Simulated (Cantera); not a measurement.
Charge: 1 mol Si₃N₄, 0.011 mol O₂, 3.8 mol N₂, 0.4 mol N₂O, equilibrated at 1825 K and 8.10 mbar.

Cantera equilibrium calculation (NASA polynomials, part measured and part estimated; ideal gas, pure solids and liquids). The tables' values for SiN are old estimates; treat these amounts as uncertain. Kinetics and transport are ignored.

| species | before | after |
|---|---|---|
| N₂ | 0.936 | 0.934 |
| SiO | 0.0637 | 0.0636 |
| Si | 0.000561 | 0.00215 |
| Si₂ | 3.65e-6 | 1.84e-5 |
| SiN | 2.01e-5 | 5.86e-5 |
| Si₂N | 3.15e-5 | 8.27e-5 |
| Si(l), mol | 2.57 | 2.56 |
Gas species are given as mole fractions.

What was changed between the two runs?
(A) temperature from 1825 K to 1175 K
(B) temperature from 1825 K to 1925 K
(C) temperature from 1825 K to 2050 K
(D) pressure from 8.10 mbar to 0.133 bar

B, temperature from 1825 K to 1925 K
